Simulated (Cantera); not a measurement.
Feed: 1 mol SiCl4, 0.69 mol NH3, 16 mol N2, equilibrated at 575 °C and 32.0 Pa.

These are equilibrium values from Cantera (NASA tables, ideal gas, pure condensed phases), not measurements of a reactor. Candidate condensed phases: NH4Cl, Si, Si3N4; 28 gas species. The numbers say what is thermodynamically allowed, not how fast it happens.

Base state: N2 0.867, HCl 0.0913, SiCl4 0.0312, H2 0.0102 (mole fractions); condensed: Si3N4(s).

### Question
What changes in the equilibrium state with this change: 1.1 mol Cl2 added?

### Answer
```json
[
 {"species": "N2", "before": "0.867", "after": "0.839"},
 {"species": "HCl", "before": "0.0913", "after": "0.106"},
 {"species": "SiCl4", "before": "0.0312", "after": "0.0513"},
 {"species": "H2", "before": "0.0102", "after": "<1e-9"},
 {"species": "Cl2", "before": "<1e-9", "after": "0.00329"},
 {"species": "Cl", "before": "<1e-9", "after": "8.62e-5"},
 {"species": "Si3N4(s), mol", "before": "0.141", "after": "0"}
]
```

### Question
What changes in the equilibrium state with this change: SiCl4 replaced by SiH2Cl2?

### Answer
```csv
species,before,after
N2,0.867,0.839
HCl,0.0913,0.101
H2,0.0102,0.0583
SiCl4,0.0312,0.00148
"Si3N4(s), mol",0.141,0.324
```
